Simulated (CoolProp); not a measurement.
Vapour-liquid equilibrium of CHF3 (R23) (1) + sulfur hexafluoride (2) at 1.72 MPa; x and y are mole fractions of (1).

The numbers come from the multi-fluid Helmholtz-energy mixture model, Penoncello 2003 and Guder 2009; pair parameters Bell 2016 in CoolProp.

```json
[
 {"x": "0.05", "bubble temperature (K)": "279.8", "y at the bubble point": "0.131", "dew temperature at overall composition x (K)": "283.1", "liquid density (mol/L)": "10.36"},
 {"x": "0.125", "bubble temperature (K)": "273.9", "y at the bubble point": "0.277", "dew temperature at overall composition x (K)": "280.1", "liquid density (mol/L)": "10.78"},
 {"x": "0.2", "bubble temperature (K)": "269.7", "y at the bubble point": "0.379", "dew temperature at overall composition x (K)": "277.0", "liquid density (mol/L)": "11.13"},
 {"x": "0.275", "bubble temperature (K)": "266.7", "y at the bubble point": "0.455", "dew temperature at overall composition x (K)": "273.9", "liquid density (mol/L)": "11.45"},
 {"x": "0.35", "bubble temperature (K)": "264.6", "y at the bubble point": "0.515", "dew temperature at overall composition x (K)": "270.9", "liquid density (mol/L)": "11.78"},
 {"x": "0.425", "bubble temperature (K)": "262.9", "y at the bubble point": "0.566", "dew temperature at overall composition x (K)": "267.9", "liquid density (mol/L)": "12.12"},
 {"x": "0.5", "bubble temperature (K)": "261.7", "y at the bubble point": "0.613", "dew temperature at overall composition x (K)": "265.1", "liquid density (mol/L)": "12.49"},
 {"x": "0.575", "bubble temperature (K)": "260.7", "y at the bubble point": "0.658", "dew temperature at overall composition x (K)": "262.7", "liquid density (mol/L)": "12.89"},
 {"x": "0.65", "bubble temperature (K)": "260.0", "y at the bubble point": "0.704", "dew temperature at overall composition x (K)": "260.8", "liquid density (mol/L)": "13.34"},
 {"x": "0.725", "bubble temperature (K)": "259.5", "y at the bubble point": "0.753", "dew temperature at overall composition x (K)": "259.7", "liquid density (mol/L)": "13.84"},
 {"x": "0.8", "bubble temperature (K)": "259.2", "y at the bubble point": "0.807", "dew temperature at overall composition x (K)": "259.2", "liquid density (mol/L)": "14.39"},
 {"x": "0.875", "bubble temperature (K)": "259.2", "y at the bubble point": "0.869", "dew temperature at overall composition x (K)": "259.2", "liquid density (mol/L)": "14.98"},
 {"x": "0.95", "bubble temperature (K)": "259.6", "y at the bubble point": "0.943", "dew temperature at overall composition x (K)": "259.6", "liquid density (mol/L)": "15.63"}
]
```

y crosses x between x = 0.8 and 0.875: the model has an azeotrope there.

The pair parameters rest on a limited set of measurements; away from them the model extrapolates.
